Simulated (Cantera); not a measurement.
**Thermodynamics of fluorocarbon and chlorocarbon gases, feed CF4 + HCl**

Feed: 1 mol CF4, 0.85 mol HCl, held at 2202 °C and 0.133 bar.

These are equilibrium values from Cantera (NASA tables, ideal gas, pure condensed phases), not measurements of a reactor. Candidate condensed phases: C, C6H6, C7H8, C8H18; 118 gas species. The tables' values for C2F4 are old estimates; treat these amounts as uncertain. Gases not in the tables: C2F6 and larger saturated fluorocarbons. Equilibrium is a limit: real reactors are often held back by kinetics, nucleation or transport.

The x(HF) comes out as 0.273 and the x(Cl) is 0.270. The x(CF2) is 0.193 and the x(F) is 0.131. The x(CF4) is 0.116 and the x(CF3) comes out as 0.0112. The x(CF) is 0.00246 and the x(HCl) is 0.00155. The x(Cl2) is 0.000939 and the gas amount is 3.096 mol. The log10 activity of C(graphite) (absent) is -0.21.
